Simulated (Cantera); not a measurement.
Input: 1 mol Si, 0.0056 mol O2, 2.7 mol N2, held at 1075 °C and 0.383 Torr.

Equilibrium computed with Cantera from the NASA thermochemical tables; the gas is ideal and each condensed phase is pure. Candidate condensed phases: Si, SiO2, Si2N2O, Si3N4; 16 gas species. N2 is the only nitrogen source here; it is nearly inert below about 1500 K, so the nitride shown seldom forms there in practice. Mutual solubility and eutectic melting of coexisting phases are not modelled. Rates play no part.

Base state: N2 1.000 (mole fractions); condensed: Si2N2O(s) + Si3N4(s).

Task: What changes in the equilibrium state with this change: 0.085 mol HF added?

Result: 
```csv
species,before,after
N2,1.000,0.969
H2,0,0.0196
SiF4,0,0.00810
SiF3,0,0.00202
HF,0,0.000840
SiF2,0,0.000384
SiHF3,0,2.75e-5
H,0,1.44e-5
"Si2N2O(s), mol",0.0112,0.0112
"Si3N4(s), mol",0.326,0.318
```
The tables' values for SiF3, SiF2 are old estimates; treat these amounts as uncertain. Further candidate phases: H2O.
